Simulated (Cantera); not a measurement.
A freely propagating, adiabatic, planar premixed flame of CO : H2 : O2 : N2 : H2O = 1 : 0.18 : 0.59 : 1.65 : 0.9 (molar parts), equivalence ratio 1.0, unburnt at 575 K and 11000 Pa; multicomponent transport, grid criteria slope 0.08 and curve 0.16, no radiation.

Cantera simulation using GRI-Mech 3.0 (53 species, 325 reactions); the numbers are that mechanism's predictions, not measurements. Burning velocities carry a grid error of a few per cent, more on coarse grids.

x: mole fraction of selected species; z is measured from the peak of heat release.

```
z (mm)  T (K)  u (m/s)    x CO    x H2    x O2   x NO       x O    x HO2
------  -----  -------  ------  ------  ------  -----  --------  -------
-27.2     575     2.33   0.231  0.0417   0.137  <1e-8     <1e-8    <1e-8
-18.1     575     2.33   0.231  0.0417   0.137  <1e-8     <1e-8    <1e-8
-13.6     575     2.33   0.231  0.0417   0.137  <1e-8     <1e-8    <1e-8
-9.05     575     2.33   0.231  0.0416   0.137  <1e-8     <1e-8  3.71e-8
-4.53     578     2.34   0.232  0.0409   0.137  <1e-8   1.70e-6  5.95e-5
-2.26     707     2.85   0.226  0.0357   0.132  <1e-8  0.000151  6.88e-5
0        1097     4.38   0.188  0.0197   0.102      ?   0.00561  2.03e-5
2.26     1396     5.43   0.113  0.0195  0.0641      ?    0.0115  7.54e-6
4.53     1541     5.87  0.0751  0.0239  0.0500      ?    0.0117  4.68e-6
9.05     1672     6.30  0.0652  0.0239  0.0439      ?    0.0103  3.38e-6
18.1     1801     6.72  0.0642  0.0211  0.0401      ?   0.00810  2.48e-6
36.2     1928     7.12  0.0603  0.0176  0.0355      ?   0.00584  1.72e-6
72.4     2044     7.47  0.0539  0.0142  0.0305      ?   0.00396  1.23e-6
```

**Question.** Complete the blanks.

**Answer.** 
- 0, x NO: 1.74e-7
- 2.26, x NO: 1.17e-6
- 4.53, x NO: 2.50e-6
- 9.05, x NO: 4.61e-6
- 18.1, x NO: 7.42e-6
- 36.2, x NO: 1.19e-5
- 72.4, x NO: 2.28e-5
